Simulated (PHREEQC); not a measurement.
KBr is added in steps, without added water, to 1 kg of water holding 1.6 mmol/kgw CaSO4, 120 mmol/kgw NaF and 0.13 mmol/kgw NaCl, at 48 °C. Oxygen is held at 0.21 atm. CO2 from the air is kept out. The run lets Gypsum, Fluorite, Halite, Sylvite precipitate or redissolve, and no other solid.

Base run: PHREEQC, ion-association model, phreeqc.dat. Each further column changes one thing. The table gives pH.

```
KBr added (mol)  base  Debye-Hückel limiting law  all activity coefficients set to 1  database wateq4f.dat
---------------  ----  -------------------------  ----------------------------------  --------------------
0                7.82                       7.77                                7.94                  7.82
0.0075           7.81                       7.77                                7.94                  7.82
0.01875          7.81                       7.76                                7.94                  7.82
0.02625          7.81                       7.75                                7.94                  7.81
0.03375          7.80                       7.75                                7.94                  7.81
0.04125          7.80                       7.74                                7.94                  7.81
0.0525           7.80                       7.74                                7.95                  7.81
0.06             7.79                       7.73                                7.95                  7.80
```

Constants without temperature data keep their 25 °C values here. phreeqc.dat and wateq4f.dat share most of their constants, so their agreement is no independent check. Solids allowed in the column 'database wateq4f.dat': Gypsum, Fluorite, Portlandite, Halite, Mirabilite.
